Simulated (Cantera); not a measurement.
## Thermodynamics of carbon deposition, reforming and gasification, feed C2H4 + H2O + H2

A closed system holds: 1 mol C2H4, 0.27 mol H2O, 2.4 mol H2, held at 5.40 bar.

These are equilibrium values from Cantera (NASA tables, ideal gas, pure condensed phases), not measurements of a reactor. Candidate condensed phases: C, C6H6, C7H8, C8H18, H2O; 110 gas species. Rates play no part.

```csv
T (K),x H2,x CO,x CH4,x C2H2 (acetylene),x H,x H2O,x CH3,n C(graphite)
1598,0.937,0.0548,0.00781,2.52e-5,2.22e-5,0.000246,3.76e-6,1.69
1648,0.939,0.0548,0.00637,4.20e-5,3.71e-5,0.000181,5.13e-6,1.70
1698,0.940,0.0548,0.00526,6.77e-5,6.03e-5,0.000136,6.87e-6,1.70
1748,0.940,0.0548,0.00439,0.000106,9.54e-5,0.000103,9.04e-6,1.71
1798,0.941,0.0548,0.00370,0.000162,0.000147,8.02e-5,1.17e-5,1.71
1848,0.942,0.0548,0.00315,0.000242,0.000221,6.30e-5,1.49e-5,1.71
1898,0.942,0.0547,0.00271,0.000354,0.000326,5.01e-5,1.88e-5,1.71
1948,0.942,0.0547,0.00234,0.000508,0.000472,4.04e-5,2.34e-5,1.71
1998,0.942,0.0547,0.00204,0.000714,0.000670,3.29e-5,2.88e-5,1.71
2048,0.941,0.0547,0.00179,0.000987,0.000935,2.71e-5,3.50e-5,1.71
2098,0.941,0.0547,0.00159,0.00134,0.00128,2.25e-5,4.22e-5,1.71
2148,0.940,0.0547,0.00141,0.00180,0.00174,1.88e-5,5.04e-5,1.70
2198,0.939,0.0546,0.00126,0.00238,0.00232,1.59e-5,5.96e-5,1.70
```
x: gas mole fraction; n: condensed amount in mol.

From 1598 K to 2198 K the condensed part is C(graphite). The main C-bearing gas is CO throughout.
